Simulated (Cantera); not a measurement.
What does this Cantera script print?

```python
import numpy as np
import cantera as ct

gas = ct.Solution("gri30.yaml")
gas.TP = 300, 48000
flame = ct.CounterflowDiffusionFlame(gas, width=0.02)
flame.fuel_inlet.X, flame.fuel_inlet.T = {'CH4': 1, 'C2H6': 0.36, 'N2': 1}, 423
flame.oxidizer_inlet.X, flame.oxidizer_inlet.T = {'O2': 0.27, 'N2': 0.73}, 700
flame.set_refine_criteria(ratio=3, slope=0.12, curve=0.24, prune=0.03)
show = ['OH', 'H', 'NO', 'CO', 'C2H2']

rows = []
print(f"{'mdot':>8s}{'a_max':>10s}{'a_mean':>10s}{'Tmax/K':>9s}" + "".join(f"{s:>11s}" for s in show) + "   (peak mole fractions)")
for i, mdot in enumerate([0.12, 0.15, 0.2, 0.26, 0.33, 0.43, 0.55, 0.71, 0.92]):  # kg/m2/s on the oxidiser side
    flame.oxidizer_inlet.mdot, flame.fuel_inlet.mdot = mdot, 0.94 * mdot
    flame.solve(loglevel=0, auto=(i == 0))
    if flame.T.max() < max(423, 700) + 100:
        print(f"{mdot:8.3g}  no burning solution found from the previous one")
        break
    dT = np.abs(np.gradient(flame.T, flame.grid))
    rows.append([flame.strain_rate("max"), flame.strain_rate("mean"), flame.T.max(),
                 *(flame.X[gas.species_index(s)].max() for s in show), max(dT[0], dT[-1]) / dT.max()])
    print(f"{mdot:8.3g}{rows[-1][0]:10.1f}{rows[-1][1]:10.1f}{rows[-1][2]:9.1f}" + "".join(f"{x:11.3e}" for x in rows[-1][3:-1]))
```

Result:

```
    mdot     a_max    a_mean   Tmax/K         OH          H         NO         CO       C2H2   (peak mole fractions)
    0.12     213.8      42.8   2224.4  1.404e-02  8.350e-03  4.271e-04  8.472e-02  2.571e-02
    0.15     260.5      53.5   2211.2  1.387e-02  8.588e-03  3.993e-04  8.373e-02  2.510e-02
     0.2     336.7      71.3   2195.6  1.366e-02  8.875e-03  3.665e-04  8.257e-02  2.436e-02
    0.26     426.5      92.7   2181.8  1.345e-02  9.122e-03  3.368e-04  8.154e-02  2.364e-02
    0.33     529.6     117.6   2169.5  1.325e-02  9.335e-03  3.094e-04  8.067e-02  2.289e-02
    0.43     674.8     153.3   2158.5  1.310e-02  9.595e-03  2.805e-04  8.004e-02  2.212e-02
    0.55     844.9     196.1   2144.9  1.283e-02  9.748e-03  2.505e-04  7.936e-02  2.126e-02
    0.71    1068.0     253.1   2130.4  1.252e-02  9.871e-03  2.189e-04  7.879e-02  2.020e-02
    0.92    1354.2     328.0   2114.4  1.215e-02  9.944e-03  1.863e-04  7.846e-02  1.896e-02
```

Detailed kinetics in Cantera: GRI-Mech 3.0 (53 species, 325 reactions). GRI-Mech 3.0 has no aromatics or soot, which form on the fuel side of real flames. The maximum strain rate includes the flame's own expansion and is several times the mean.
